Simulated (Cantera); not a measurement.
Input: 1 mol Al, 0.62 mol H2O, 4.9 mol H2, equilibrated at 0.000170 bar.

Cantera equilibrium calculation (NASA polynomials, part measured and part estimated; ideal gas, pure solids and liquids). Candidate condensed phases: Al, Al2O3, H2O; 19 gas species. Mutual solubility and eutectic melting of coexisting phases are not modelled. The numbers say what is thermodynamically allowed, not how fast it happens.

Question: Which condensed phases are stable at each of these points (T (K)): 1023, 1123, 1223, 1323, 1423, 1523, 1623, 1723, 1823, 1923, 2023, 2123, 2223?

Answer: 
```csv
T (K),condensed phases,Al condensed (%)
1023,Al(l) + Al2O3(s),100.0
1123,Al(l) + Al2O3(s),100.0
1223,Al(l) + Al2O3(s),99.8
1323,Al(l) + Al2O3(s),97.3
1423,Al(l) + Al2O3(s),75.9
1523,Al2O3(s),28.4
1623,Al2O3(s),29.5
1723,Al2O3(s),30.5
1823,Al2O3(s),31.4
1923,Al2O3(s),32.1
2023,Al2O3(s),32.7
2123,Al2O3(s),32.8
2223,Al2O3(s),31.4
```

From 1023 K to 1423 K the condensed part is Al(l) + Al2O3(s). From 1523 K to 2223 K the condensed part is Al2O3(s).
